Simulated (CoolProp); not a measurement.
Properties of octamethyltrisiloxane (MDM) along the isotherm 270.05 °C (Tc = 292.2 °C, pc = 1.438 MPa, ω = 0.528).

Computed with CoolProp (reference Helmholtz-energy equation of state, Thol 2017).

```csv
p (MPa),phase,Joule-Thomson coefficient (K/MPa),isothermal compressibility (1/MPa)
0.0455,gas,9.952,22.26
0.0767,gas,10.12,13.32
0.129,gas,10.41,8.050
0.218,gas,10.96,4.909
0.369,gas,12.10,3.083
0.622,gas,15.02,2.122
1.05,liquid,3.242,0.1488
1.77,liquid,1.479,0.06449
2.99,liquid,0.7191,0.03511
5.05,liquid,0.2863,0.02056
8.52,liquid,0.01445,0.01239
14.4,liquid,-0.1625,0.007530
```
